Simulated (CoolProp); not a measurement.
A single-stage vapour-compression cycle with the fluid: evaporating at 193.15 K (dew point), condensing at 262.15 K (bubble point), superheat 10 K, subcooling 0 K, compressor efficiency 0.85, no pressure losses. The same conditions are run with several fluids, on thermodynamics alone (safety and materials aside).

Values from CoolProp's reference Helmholtz-energy equation of state of each fluid (ethylene: Smukala 2000; R125: Lemmon 2005; CH3F (R41): Lemmon 2006; carbonyl sulfide: Lemmon 2006; propylene: Lemmon 2013; R22: Kamei 1995).

| fluid | cooling COP | pressure ratio | discharge temperature (K) | refrigerating effect (kJ/kg) | volumetric capacity (kJ/m³) |
|---|---|---|---|---|---|
| ethylene | 1.39 | 9.30 | 349.2 | 259 | 1570 |
| R125 | ___ | 30.1 | 302.1 | 109 | ___ |
| CH3F (R41) | 1.60 | ___ | 405.3 | 350 | 673 |
| carbonyl sulfide | 1.72 | 23.2 | 417.4 | 252 | 179 |
| propylene | 1.77 | 23.7 | 338.8 | 332 | 146 |
| R22 | ___ | 33.0 | 375.0 | 187 | 99.8 |

Question: Complete the blanks.

Answer: 
- R125, cooling COP: 1.66
- R125, volumetric capacity (kJ/m³): 121
- CH3F (R41), pressure ratio: 16.2
- R22, cooling COP: 1.74
